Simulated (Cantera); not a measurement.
Charge: 1 mol BN, 0.82 mol NF3, 24 mol H2O, equilibrated at 0.150 bar.

Cantera equilibrium calculation (NASA polynomials, part measured and part estimated; ideal gas, pure solids and liquids). Candidate condensed phases: B, BN, B2O3, B3O3H3, H2O; 62 gas species. Gases not in the tables: H3BO3. Rates play no part.

x: gas mole fraction; n: condensed amount in mol.

| T (°C) | x H2O | x HF | x N2 | x HBO2 | x (HBO2)3 | x H2 | x BOF | n B2O3(l) |
|---|---|---|---|---|---|---|---|---|
| 677 | 0.859 | 0.0799 | 0.0351 | 2.06e-5 | 0.0109 | 0.0104 | 8.57e-6 | 0 |
| 752 | 0.859 | 0.0849 | 0.0350 | (withheld) | (withheld) | 0.0104 | (withheld) | (withheld) |
| 827 | 0.859 | 0.0881 | 0.0349 | (withheld) | (withheld) | 0.0104 | (withheld) | (withheld) |
| 902 | 0.858 | 0.0898 | 0.0349 | 0.00138 | 0.00395 | 0.0103 | 0.000516 | 0.299 |
| 977 | 0.856 | 0.0900 | 0.0348 | 0.00393 | 0.00299 | 0.0103 | 0.00140 | 0.299 |
| 1052 | 0.850 | 0.0886 | 0.0346 | 0.00984 | 0.00231 | 0.0103 | 0.00330 | 0.227 |
| 1127 | 0.839 | 0.0849 | 0.0343 | 0.0221 | 0.00181 | 0.0102 | 0.00689 | 0.0378 |

Question: Fill in the missing entries.

Answer: 
- 827, x HBO2: 0.000417
- 827, x (HBO2)3: 0.00538
- 827, x BOF: 0.000163
- 827, n B2O3(l): 0.250
- 752, x HBO2: 0.000104
- 752, x (HBO2)3: 0.00759
- 752, x BOF: 4.24e-5
- 752, n B2O3(l): 0.152
